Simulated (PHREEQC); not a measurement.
Solution (20 °C): 0.0028 mol/kgw H2SO4, 0.01 mol/kgw ZnSO4 and 0.00066 mol/kgw Fe2(SO4)3. Closed to the air; pH follows from the charge balance.

The numbers come from PHREEQC with the ion-association model, wateq4f.dat.

Each row changes one thing in this solution. No solid was allowed to form.

```csv
case,pH,ionic strength (mol/kgw),SO4-2 (mol/kgw),Zn+2 (mol/kgw),ZnSO4 (mol/kgw),HSO4- (mol/kgw),SI of Goslarite (ZnSO4:7H2O),SI of Goethite (FeOOH)
as made,2.45,0.0337,0.00820,0.00649,0.00328,0.00156,-2.83,+3.50
temperature from 20 to 60 °C,2.55,0.0316,0.00718,0.00634,0.00349,0.00275,-3.22,+4.74
Fe2(SO4)3 from 0.00066 to 0.0066 mol/kgw,2.48,0.0513,0.0127,0.00590,0.00370,[?],-2.78,+4.42
ZnSO4 replaced by Zn(NO3)2 at the same molality,2.34,0.0369,0.00216,0.00885,[?],0.000514,-3.30,+3.69
Fe2(SO4)3 from 0.00066 to 0.00099 mol/kgw,2.45,0.0347,0.00846,0.00645,0.00331,0.00159,-2.83,+3.67
diluted 10-fold with water,[?],0.00472,0.00124,0.000862,[?],4.96e-5,-4.22,+5.24
temperature from 20 to 35 °C,2.48,[?],0.00782,0.00640,0.00340,0.00191,-2.99,+3.99
```

What belongs in the gaps?


- Fe2(SO4)3 from 0.00066 to 0.0066 mol/kgw, HSO4- (mol/kgw): 0.00209
- ZnSO4 replaced by Zn(NO3)2 at the same molality, ZnSO4 (mol/kgw): 0.00113
- diluted 10-fold with water, pH: 3.25
- diluted 10-fold with water, ZnSO4 (mol/kgw): 0.000136
- temperature from 20 to 35 °C, ionic strength (mol/kgw): 0.0328

Some of these states are supersaturated (in Hematite (slow to form), Goethite (slow to form), for instance). At this temperature some constants are extrapolated from 25 °C, and those without enthalpy data are left unchanged.
